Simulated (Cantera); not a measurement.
# NO annealing gas

An isothermal, constant-pressure homogeneous reactor starts with NO : N2 = 1 : 0.74 (molar parts), at 1925 K and 0.440 bar.

Computed with Cantera and GRI-Mech 3.0 (53 species, 325 reactions).

```json
[
 {"t (s)": "4.00e-6", "x NO": "0.575", "x O2": "2.00e-10", "x NO2": "8.15e-9", "x O": "3.76e-7", "x N2": "0.425"},
 {"t (s)": "1.53e-5", "x NO": "0.575", "x O2": "2.83e-9", "x NO2": "1.13e-7", "x O": "1.36e-6", "x N2": "0.425"},
 {"t (s)": "5.87e-5", "x NO": "0.575", "x O2": "3.76e-8", "x NO2": "1.38e-6", "x O": "4.35e-6", "x N2": "0.425"},
 {"t (s)": "0.000225", "x NO": "0.575", "x O2": "4.96e-7", "x NO2": "1.18e-5", "x O": "1.10e-5", "x N2": "0.425"},
 {"t (s)": "0.000862", "x NO": "0.575", "x O2": "9.92e-6", "x NO2": "6.03e-5", "x O": "2.90e-5", "x N2": "0.425"},
 {"t (s)": "0.00330", "x NO": "0.574", "x O2": "0.000188", "x NO2": "0.000135", "x O": "5.46e-5", "x N2": "0.426"},
 {"t (s)": "0.0126", "x NO": "0.572", "x O2": "0.00119", "x NO2": "0.000150", "x O": "6.02e-5", "x N2": "0.427"},
 {"t (s)": "0.0485", "x NO": "0.564", "x O2": "0.00507", "x NO2": "0.000176", "x O": "6.96e-5", "x N2": "0.430"},
 {"t (s)": "0.186", "x NO": "0.535", "x O2": "0.0197", "x NO2": "0.000242", "x O": "9.69e-5", "x N2": "0.445"},
 {"t (s)": "0.711", "x NO": "0.436", "x O2": "0.0690", "x NO2": "0.000333", "x O": "0.000156", "x N2": "0.495"},
 {"t (s)": "2.73", "x NO": "0.216", "x O2": "0.179", "x NO2": "0.000260", "x O": "0.000239", "x N2": "0.604"},
 {"t (s)": "10.4", "x NO": "0.0380", "x O2": "0.268", "x NO2": "5.59e-5", "x O": "0.000289", "x N2": "0.694"},
 {"t (s)": "40.0", "x NO": "0.00772", "x O2": "0.283", "x NO2": "1.17e-5", "x O": "0.000297", "x N2": "0.709"}
]
```
x: mole fraction; the columns are a selection and need not sum to one.

Equilibrium at this temperature and pressure: NO 0.00684, O2 0.284, NO2 1.04e-5, O 0.000297, N2 0.709 (gas phase only).
